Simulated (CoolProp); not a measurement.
R142b along the isobar 916 kPa: density (kg/m³) from the reference equation and from simpler models built on Tc = 410.3 K, pc = 4055 kPa, ω = 0.232; each cubic takes its own stable root.

The numbers come from the reference Helmholtz-energy equation of state, Lemmon 2006 in CoolProp. It is a short technical equation, of lower accuracy than the large ones.

| T (K) | phase | reference | ideal gas | van der Waals | Soave-Redlich-Kwong |
|---|---|---|---|---|---|
| 376.2 | gas | 33.21 | 29.43 | 32.32 | 33.09 |
| 380.1 | gas | 32.71 | … | 31.91 | 32.60 |
| 384 | gas | 32.22 | 28.83 | 31.50 | 32.14 |
| 387.9 | gas | 31.76 | 28.54 | … | 31.68 |
| 391.8 | gas | 31.31 | 28.26 | 30.73 | 31.25 |
| 395.7 | gas | 30.88 | … | 30.36 | 30.83 |
| 399.6 | gas | … | 27.71 | 30.00 | 30.42 |
| 403.5 | gas | 30.07 | 27.44 | 29.65 | 30.02 |
| 407.4 | gas | 29.68 | 27.18 | 29.30 | 29.64 |
| 411.3 | gas | 29.31 | … | 28.97 | 29.27 |
| 415.2 | gas | 28.95 | 26.67 | … | … |
| 419.2 | gas | 28.59 | 26.41 | 28.32 | 28.55 |
| 423.1 | gas | 28.25 | 26.17 | 28.01 | 28.22 |
| 427 | gas | 27.92 | 25.93 | 27.71 | 27.89 |
| 430.9 | gas | 27.59 | 25.69 | 27.41 | 27.57 |
| 434.8 | gas | 27.28 | 25.46 | 27.12 | 27.25 |

Problem. Fill in the missing entries.

Solution. 
- 380.1, ideal gas: 29.13
- 387.9, van der Waals: 31.11
- 395.7, ideal gas: 27.98
- 399.6, reference: 30.47
- 411.3, ideal gas: 26.92
- 415.2, van der Waals: 28.64
- 415.2, Soave-Redlich-Kwong: 28.91
